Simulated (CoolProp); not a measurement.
Properties of sulfur dioxide along the isotherm 504.1 K (Tc = 430.6 K, pc = 7.887 MPa, ω = 0.256).

Values from CoolProp's reference Helmholtz-energy equation of state, Gao 2016.

| p (MPa) | phase | cp (kJ/(kg K)) | cv (kJ/(kg K)) | isothermal compressibility (1/MPa) | expansivity (1/kK) | fugacity coefficient |
|---|---|---|---|---|---|---|
| 0.111 | gas | ? | 0.5995 | 9.034 | 2.004 | 0.9972 |
| 0.227 | gas | 0.7343 | ? | 4.431 | 2.026 | 0.9943 |
| 0.467 | gas | 0.7407 | 0.6024 | 2.167 | 2.072 | 0.9883 |
| 0.958 | gas | ? | 0.6064 | 1.070 | 2.170 | 0.9761 |
| 1.97 | gas | 0.7850 | 0.6150 | 0.5353 | ? | ? |
| 4.04 | gas | 0.8624 | 0.6341 | ? | 2.953 | 0.9013 |
| 8.3 | supercritical | 1.121 | 0.6810 | 0.1599 | 4.798 | 0.8032 |
| 17 | supercritical | 2.129 | 0.7672 | 0.08638 | 10.67 | 0.6273 |
| 35 | supercritical | 1.507 | ? | 0.01124 | 3.841 | 0.4504 |

Question: What belongs in the gaps?

Answer: 
- 0.111, cp (kJ/(kg K)): 0.7313
- 0.227, cv (kJ/(kg K)): 0.6005
- 0.958, cp (kJ/(kg K)): 0.7542
- 1.97, expansivity (1/kK): 2.393
- 1.97, fugacity coefficient: 0.9512
- 4.04, isothermal compressibility (1/MPa): 0.2785
- 35, cv (kJ/(kg K)): 0.7357

The peak of cp marks the crossing from liquid-like to gas-like fluid above the critical point.
